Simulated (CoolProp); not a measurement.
A simple Rankine cycle with cis-2-butene: condensing at 317.15 K, boiler at 1.78 MPa, turbine inlet 386.8 K, turbine efficiency 0.8, pump efficiency 0.8, no recuperator. Each further row changes one setting.

Model: reference Helmholtz-energy equation of state, Lemmon 2005, in CoolProp. It is a short technical equation, of lower accuracy than the large ones.

| case | thermal efficiency (%) | net work (kJ/kg) | heat in (kJ/kg) | turbine exit temperature (K) | volume ratio over the turbine |
|---|---|---|---|---|---|
| as stated | 11.4 | 50.7 | 444 | 330.2 | 5.11 |
| turbine inlet 406.8 K | 11.5 | 56.7 | 491 | 353.9 | 4.91 |
| condensing temperature 309.15 K | 12.7 | 58.6 | 463 | 323.5 | 6.40 |
| boiler pressure 1.25 MPa | 9.3 | 43.5 | 466 | 347.4 | 3.35 |
| turbine efficiency 0.7 | 9.9 | 44.0 | 444 | 334.1 | 5.19 |
